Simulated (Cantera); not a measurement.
Charge: 1 mol Ti, 0.42 mol H2O, 1.3 mol CO, 0.036 mol CO2, equilibrated at 1173.15 K and 18.0 Pa.

These are equilibrium values from Cantera (NASA tables, ideal gas, pure condensed phases), not measurements of a reactor. Candidate condensed phases: C, C6H6, C7H8, C8H18, H2O, Ti, TiC, TiO, TiO2, Ti2O3, Ti3O5, Ti4O7; 113 gas species. Mutual solubility and eutectic melting of coexisting phases are not modelled. TiC: taken at fixed stoichiometry. Kinetics and transport are ignored.

Base state: CO 0.686, H2 0.314 (mole fractions); condensed: TiC(s) + Ti2O3(s).

Q: What changes in the equilibrium state with this change: Ti replaced by Si?

A: 
| species | before | after |
|---|---|---|
| H2 | 0.314 | 0.849 |
| CO | 0.686 | 0.151 |
| SiO | 0 | 5.10e-5 |
| TiC(s), mol | 0.418 | 0 |
| Ti2O3(s), mol | 0.291 | 0 |
| C(graphite), mol | 0 | 1.12 |
| SiC(s), mol | 0 | 0.141 |
| SiO2(β-quartz), mol | 0 | 0.859 |
The tables hold silica as quartz up to 1696 K and as liquid above; real silica turns to tridymite and cristobalite and melts near 1996 K. Further candidate phases: Si, SiC, SiO2.
